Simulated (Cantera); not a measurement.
Oxide etching and cleaning by halides: CaO + F2 + O2

A closed system holds: 1 mol CaO, 6.3 mol F2, 2.9 mol O2, equilibrated at 1298.15 K and 100 Torr.

Cantera equilibrium calculation (NASA polynomials, part measured and part estimated; ideal gas, pure solids and liquids). Candidate condensed phases: Ca, CaF2, CaO; 13 gas species. Equilibrium is a limit: real reactors are often held back by kinetics, nucleation or transport.

| Property | Value |
|---|---|
| x(F) | 0.676 |
| x(O2) | 0.259 |
| x(F2) | 0.0654 |
| x(FO2) | 2.74e-5 |
| x(FO) | 2.67e-5 |
| x(F2O) | 1.20e-6 |
| n(CaF2(s)) | 1.000 mol |
| gas amount | 13.14 mol |
| log10 activity of Ca(l) (absent) | -38.47 |
